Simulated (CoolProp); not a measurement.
Computed with CoolProp (reference Helmholtz-energy equation of state, Lemmon 2006). It is a short technical equation, of lower accuracy than the large ones.

Problem. For C2F6 (R116), give the phase and the cp (kJ/(kg K)), cv (kJ/(kg K)), Prandtl number at 250.6 K and 0.101 MPa; 316 K and 0.101 MPa.

Solution. 
- 250.6 K and 0.101 MPa: gas; cp 0.701, cv 0.635, Prandtl number 0.739
- 316 K and 0.101 MPa: gas; cp 0.802, cv 0.740, Prandtl number 0.741

Viscosity comes from a separate model (Huber 2003), an estimate that may be off by 10 % or more. Thermal conductivity comes from a separate model (Huber 2003), an estimate that may be off by 10 % or more.
